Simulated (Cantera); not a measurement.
A perfectly stirred reactor is fed with NO : N2 = 1 : 6.5 (molar parts), at 0.132 atm; it is held at 1950 K, and followed from long to short residence time.

Cantera simulation using GRI-Mech 3.0 (53 species, 325 reactions); the numbers are that mechanism's predictions, not measurements.

x: mole fraction; the columns are a selection and need not sum to one.

| τ (s) | x NO | x N2O | x N2 | x NO2 | x O | x O2 |
|---|---|---|---|---|---|---|
| 1.2 | 0.125 | 6.72e-6 | 0.871 | 1.41e-5 | ___ | 0.00426 |
| 0.61 | 0.129 | 7.25e-6 | 0.869 | 1.16e-5 | ___ | 0.00204 |
| 0.31 | 0.131 | 7.48e-6 | 0.868 | 1.00e-5 | ___ | 0.000972 |
| 0.16 | 0.132 | 7.54e-6 | 0.867 | 8.96e-6 | ___ | 0.000466 |
| 0.084 | 0.133 | 7.45e-6 | 0.867 | 8.07e-6 | ___ | 0.000220 |
| 0.043 | 0.133 | 7.18e-6 | 0.867 | 7.00e-6 | ___ | 9.31e-5 |
| 0.022 | 0.133 | 6.67e-6 | 0.867 | 5.52e-6 | ___ | 3.37e-5 |
| 0.012 | 0.133 | 5.92e-6 | 0.867 | 3.84e-6 | ___ | 1.11e-5 |
| 0.0059 | 0.133 | 4.68e-6 | 0.867 | 2.00e-6 | ___ | 2.39e-6 |
| 0.0031 | 0.133 | 3.40e-6 | 0.867 | 9.29e-7 | ___ | 5.48e-7 |

**Question.** Some entries are withheld; supply them.

**Answer.** 
- 1.2, x O: 0.000102
- 0.61, x O: 8.27e-5
- 0.31, x O: 7.12e-5
- 0.16, x O: 6.37e-5
- 0.084, x O: 5.73e-5
- 0.043, x O: 4.95e-5
- 0.022, x O: 3.88e-5
- 0.012, x O: 2.70e-5
- 0.0059, x O: 1.45e-5
- 0.0031, x O: 7.27e-6
